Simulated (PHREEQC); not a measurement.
Make-up at 85 °C: 0.029 mol/kgw HCl, 0.0009 mol/kgw MnSO4 and 0.0032 mol/kgw NaHSO4. Closed to the air; pH follows from the charge balance.

Equilibrium calculation in PHREEQC: ion-association model, wateq4f.dat.

### Question
The ionic strength comes out as 0.0349 mol/kgw. What activity coefficients do SO4-2, Mn+2, H+, Cl-, NaSO4- get?

### Answer
SO4-2 0.47, Mn+2 0.49, H+ 0.85, Cl- 0.82, NaSO4- 0.83.

No solid was allowed to form. Complexes and solids missing from the database can't appear. Away from 25 °C the constants follow the database's enthalpies or fits; those with neither stay at their 25 °C values.
